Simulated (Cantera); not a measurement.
Input (Python, Cantera) and output of one run.

```python
import numpy as np
import cantera as ct

gas_names = """
    C CH CH2 CH3 CH2OH CH3O CH4 CH3OH CO CO2 COOH C2 C2H CHCO,ketyl C2H2,acetylene C2H2,vinylidene
    CH2CO,ketene C2H3,vinyl CH3CO,acetyl C2H4 C2H4O,ethylen CH3CHO,ethanal CH3COOH (HCOOH)2 C2H5 C2H6
    CH3OCH3 C2H5OH C2O C3 C3H3,propargyl C3H4,allene C3H4,propyne C3H4,cyclo- C3H5,allyl C3H6,propylene
    C3H6,cyclo- C3H6O C3H7,n-propyl C3H7,i-propyl C3H8 C3H8O,1propanol C3H8O,2propanol C3O2 C4 C4H2
    C4H4,1,3-cyclo- C4H6,butadiene C4H6,2-butyne C4H6,cyclo- C4H8,1-butene C4H8,cis2-buten
    C4H8,tr2-butene C4H8,isobutene C4H8,cyclo- (CH3COOH)2 C4H9,n-butyl C4H9,i-butyl C4H9,s-butyl
    C4H9,t-butyl C4H10,isobutane C4H10,n-butane C5 C5H6,1,3cyclo- C5H8,cyclo- C5H10,1-pentene
    C5H10,cyclo- C5H11,pentyl C5H11,t-pentyl C5H12,n-pentane C5H12,i-pentane CH3C(CH3)2CH3 C6H2
    C6H5,phenyl C6H5O,phenoxy C6H6 C6H5OH,phenol C6H10,cyclo- C6H12,1-hexene C6H12,cyclo- C6H13,n-hexyl
    C7H7,benzyl C7H8 C7H8O,cresol C7H14,1-heptene C7H15,n-heptyl C7H16,n-heptane C8H8,styrene
    C8H10,ethylbenz C8H16,1-octene C8H17,n-octyl C8H18,isooctane C8H18,n-octane C9H19,n-nonyl
    C10H8,naphthale C10H21,n-decyl C12H9,o-bipheny C12H10,bipheny Fe FeC5O5 FeO Fe(OH)2 H HCO HO2 H2
    HCHO,formaldehy HCOOH H2O H2O2 O OH O2 O3
""".split()
cond_names = """
    C(gr) C6H6(L) C7H8(L) C8H18(L),n-octa Fe(a) Fe(c) Fe(d) Fe(L) FeC5O5(L) FeO(s) FeO(L) Fe(OH)2(s)
    Fe(OH)3(s) Fe2O3(s) Fe3O4(s) H2O(s) H2O(L)
""".split()


def load(file, names, dense=False):
    # The tables refer to 1 bar. Condensed volumes are neglected.
    table = {s.name: s for s in ct.Species.list_from_file(file)}
    out = []
    for n in names:
        d = dict(table[n].input_data)
        d["thermo"] = dict(d["thermo"], **{"reference-pressure": 1e5})
        if dense:
            d["equation-of-state"] = {"model": "constant-volume", "density": "1e6 g/cm^3"}
        out.append(ct.Species.from_dict(d))
    return out


gas = ct.Solution(thermo="ideal-gas", species=load("nasa_gas.yaml", gas_names))
cond = {s.name: ct.Solution(thermo="fixed-stoichiometry", species=[s], name=s.name)
        for s in load("nasa_condensed.yaml", cond_names, dense=True)}
atoms = {
    'Fe2O3': {'Fe': 2, 'O': 3},
    'CO': {'C': 1, 'O': 1},
    'H2': {'H': 2},
}
top_T = {'C(gr)': 4500, 'Fe2O3(s)': 1830, 'Fe3O4(s)': 1870}  # K; cautious upper limits of use, not melting points


def equilibrate(T, P, feed):
    n = {}
    for name, mol in feed.items():
        for a, k in atoms[name].items():
            n[a] = n.get(a, 0.0) + k * mol
    gas.TPX = T, P, n
    mass = sum(n.values()) * gas.mean_molecular_weight
    gas.equilibrate("TP")
    valid = [c for c in cond.values() if c.min_temp <= T <= top_T.get(c.name, c.max_temp)]
    mix = ct.Mixture([(gas, mass / gas.mean_molecular_weight)] + [(c, 0.0) for c in valid])
    mix.T, mix.P = T, P
    mix.equilibrate("TP", solver="vcs", rtol=1e-11, max_steps=5000)
    return mix


results = []
feed = {'Fe2O3': 1, 'CO': 2.3, 'H2': 1.4}  # mol
P = 100000  # Pa
for T in [1098, 1198, 1298, 1398, 1498, 1598, 1698, 1798, 1898, 1998]:
    mix = equilibrate(T, P, feed)
    results.append((T, P, feed, dict(zip(mix.species_names, mix.species_moles))))

top = {s: max(r[3][s] / sum(r[3][g] for g in gas_names) for r in results) for s in gas_names}
cols = sorted((s for s in top if top[s] > 0.001), key=lambda s: -top[s])[:5]
seen = [c for c in cond_names if any(r[3].get(c, 0) > 1e-12 for r in results)]
print("log10 of partial pressures in bar; condensed amounts in mol")
print(f"{'T/K':>10s}" + "".join(f"{s[:9]:>10s}" for s in cols + seen))
for T, P, feed, n in results:
    ng = sum(n[g] for g in gas_names)
    print(f"{T:10.4g}" + "".join(f"{np.log10(max(n[s] / ng * P / 1e5, 1e-99)):10.3f}" for s in cols)
          + "".join(f"{n.get(c, 0):10.4g}" for c in seen))
```

Result:

```
log10 of partial pressures in bar; condensed amounts in mol
       T/K        CO        H2       H2O       CO2    FeO(s)    FeO(L)
      1098    -0.343    -0.560    -0.988    -0.775         2         0
      1198    -0.330    -0.583    -0.932    -0.814         2         0
      1298    -0.319    -0.603    -0.890    -0.850         2         0
      1398    -0.310    -0.621    -0.857    -0.881         2         0
      1498    -0.302    -0.636    -0.832    -0.910         2         0
      1598    -0.296    -0.649    -0.812    -0.935         2         0
      1698    -0.291    -0.661    -0.796    -0.958         0         2
      1798    -0.287    -0.672    -0.782    -0.979         0         2
      1898    -0.283    -0.681    -0.771    -0.997         0         2
      1998    -0.280    -0.689    -0.762    -1.013         0     1.999
```

These are equilibrium values from Cantera (NASA tables, ideal gas, pure condensed phases), not measurements of a reactor. The tables' stoichiometric FeO is somewhat more stable than real wüstite, so its field is too wide. FeO: taken at fixed stoichiometry.
